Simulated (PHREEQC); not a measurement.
Nickel, zinc or cadmium bath: an equilibrium model

Dissolve 0.00075 mol/kgw CdCl2, 5.8e-05 mol/kgw NaCl and 0.00053 mol/kgw MnSO4 at 25 °C. Closed to the air; pH follows from the charge balance.

Computed with PHREEQC (ion-association model, phreeqc.dat).

```
Item                            Value
--------------------  ---------------
pH                               6.54
ionic strength        0.00400 mol/kgw
specific conductance        287 µS/cm
```

```json
[
 {"species": "Cl-", "molality": "0.00149", "activity": "0.00139", "log γ": "-0.030"},
 {"species": "Cd+2", "molality": "0.000633", "activity": "0.000481", "log γ": "-0.119"},
 {"species": "Mn+2", "molality": "0.000504", "activity": "0.000387", "log γ": "-0.115"},
 {"species": "SO4-2", "molality": "0.000457", "activity": "0.000349", "log γ": "-0.117"},
 {"species": "CdCl+", "molality": "6.83e-5", "activity": "6.38e-5", "log γ": "-0.030"},
 {"species": "Na+", "molality": "5.79e-5", "activity": "5.41e-5", "log γ": "-0.029"},
 {"species": "CdSO4", "molality": "4.84e-5", "activity": "4.84e-5", "log γ": "0.000"},
 {"species": "MnSO4", "molality": "2.40e-5", "activity": "2.40e-5", "log γ": "0.000"},
 {"species": "MnCl+", "molality": "2.34e-6", "activity": "2.19e-6", "log γ": "-0.029"}
]
```

Precipitation was switched off in this run.
